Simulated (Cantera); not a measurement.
A freely propagating, adiabatic, planar premixed flame of CO : H2 : CH4 : O2 : N2 : CO2 = 1 : 1.1 : 0.2 : 1.12 : 3.79 : 0.21 (molar parts), equivalence ratio 1.3, unburnt at 450 K and 3.00 bar; mixture-averaged transport, grid criteria slope 0.08 and curve 0.16, no radiation.

Model: GRI-Mech 3.0 (53 species, 325 reactions), integrated in Cantera. Burning velocities carry a grid error of a few per cent, more on coarse grids.

Q: Predict: laminar burning velocity; thermal thickness; peak x(CH2O); peak x(HO2).

A: 
| Item | Value |
|---|---|
| laminar burning velocity | 195 cm/s |
| thermal thickness | 0.0976 mm |
| peak x(CH2O) | 0.000319 |
| peak x(HO2) | 0.000617 |
